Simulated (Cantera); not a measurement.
A closed system holds: 1 mol SiH₄, 0.025 mol C₂H₄, 18 mol H₂, held at 2200 Pa.

These are equilibrium values from Cantera (NASA tables, ideal gas, pure condensed phases), not measurements of a reactor. Candidate condensed phases: C, C₆H₆, C₇H₈, C₈H₁₈, Si, SiC; 87 gas species. Mutual solubility and eutectic melting of coexisting phases are not modelled. Gases not in the tables: Si₂H₆ and higher silanes. Equilibrium is a limit: real reactors are often held back by kinetics, nucleation or transport.

Question: At 2023 K, list the 5 most abundant gas species with their mole fractions, and the condensed phases.

Answer: H₂ 0.984, H 0.0127, Si 0.00259, SiH 0.000245, SiH₂ 0.000119. Condensed: Si(l) + SiC(s).
